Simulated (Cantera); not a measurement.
A freely propagating, adiabatic, planar premixed flame of H2 : O2 : N2 = 1 : 0.833 : 3 (molar parts), equivalence ratio 0.60, unburnt at 723 K and 3080 Torr; mixture-averaged transport, grid criteria slope 0.08 and curve 0.16, no radiation.

Detailed kinetics in Cantera: the H2/O2 subset of GRI-Mech 3.0, which has no nitrogen chemistry. The hydrogen kinetics of GRI-Mech 3.0 are dated; newer H2 mechanisms differ, most at raised pressure. Burning velocities carry a grid error of a few per cent, more on coarse grids. Lean hydrogen flames are cellular in practice and burn faster than this planar one.

Problem. How do the results move with these cheaper or finer settings: unity-Lewis-number transport; multicomponent transport; multicomponent+Soret transport; grid criteria slope 0.5, curve 1; grid criteria slope 0.25, curve 0.5; grid criteria slope 0.03, curve 0.06?

Solution. 
```
setting                               laminar burning velocity  thermal thickness  peak x(O)  peak x(OH)  grid points
------------------------------------  ------------------------  -----------------  ---------  ----------  -----------
as above                                              583 cm/s          0.0767 mm    0.00968      0.0137          102
unity-Lewis-number transport                          532 cm/s          0.0565 mm     0.0121      0.0152          100
multicomponent transport                              578 cm/s          0.0760 mm    0.00967      0.0137          102
multicomponent+Soret transport                        536 cm/s          0.0758 mm    0.00938      0.0135          102
grid criteria slope 0.5, curve 1                      821 cm/s           0.100 mm    0.00995      0.0139           34
grid criteria slope 0.25, curve 0.5                   665 cm/s          0.0842 mm     0.0101      0.0139           46
grid criteria slope 0.03, curve 0.06                  566 cm/s          0.0750 mm    0.00960      0.0138          255
```
Unity Lewis numbers drop preferential diffusion, which matters most where H2 and H carry the flame; Soret adds thermal diffusion.
